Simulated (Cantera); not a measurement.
An isothermal, constant-pressure homogeneous reactor starts with 90.1 % NH3, 9.91 % H2, at 2198 K and 22.5 Torr.

Model: the gas-phase N/H chemistry of the illustrative SiF4/NH3 mechanism in the Surface Chemkin manual (1991), integrated in Cantera. Walls and surfaces, which speed up NH3 decomposition in real reactors, are not modelled.

x: mole fraction; the columns are a selection and need not sum to one.

| t (s) | x NH3 | x H2 | x H | x N2 | x N2H2 |
|---|---|---|---|---|---|
| 9.00e-6 | 0.901 | 0.0991 | 3.31e-6 | <1e-12 | 2.17e-10 |
| 6.27e-5 | 0.901 | 0.0992 | 1.08e-5 | 1.03e-8 | ___ |
| 0.000437 | 0.898 | 0.1000 | 6.10e-5 | 4.08e-5 | ___ |
| 0.00304 | 0.875 | 0.116 | 0.000148 | 0.00549 | ___ |
| 0.0212 | 0.724 | 0.228 | 0.000287 | 0.0454 | ___ |
| 0.148 | 0.250 | 0.577 | 0.000963 | 0.170 | ___ |
| 1.03 | 0.000360 | 0.753 | 0.0107 | 0.236 | ___ |
| 7.18 | 2.45e-7 | 0.739 | 0.0278 | 0.234 | <1e-12 |
| 50.0 | 1.37e-7 | 0.739 | 0.0278 | 0.234 | <1e-12 |

**Question.** Fill in the missing entries.

**Answer.** 
- 6.27e-5, x N2H2: 4.16e-8
- 0.000437, x N2H2: 4.13e-6
- 0.00304, x N2H2: 2.35e-5
- 0.0212, x N2H2: 1.71e-5
- 0.148, x N2H2: 4.04e-6
- 1.03, x N2H2: 2.86e-9
